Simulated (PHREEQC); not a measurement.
Dissolve 0.012 mol HF, 0.069 mol CsF and 0.075 mol H2SO4 per kg of water at 25 °C. Closed to the air; pH follows from the charge balance.

Computed with PHREEQC (ion-association model, wateq4f.dat).

```csv
quantity,before,after
pH,1.49,1.45
ionic strength (mol/kgw),0.140,0.148
HF (mol/kgw),0.0594,0.0530
HSO4- (mol/kgw),0.0435,0.0396
SO4-2 (mol/kgw),0.0315,0.0354
H2F2 (mol/kgw),0.00951,0.0128
```

Task: Which change was made?
A. diluted 2-fold with water
B. HF from 0.012 to 0.0108 mol/kgw
C. temperature from 25 to 10 °C
D. temperature from 25 to 60 °C
E. 0.088 mol/kgw KCl added

Result: C, temperature from 25 to 10 °C

This is a speciation only: nothing precipitates in the calculation. wateq4f.dat counts part of the HF as a dimer, H2F2, which phreeqc.dat doesn't know; its constant is uncertain. Away from 25 °C the constants follow the database's enthalpies or fits; those with neither stay at their 25 °C values.
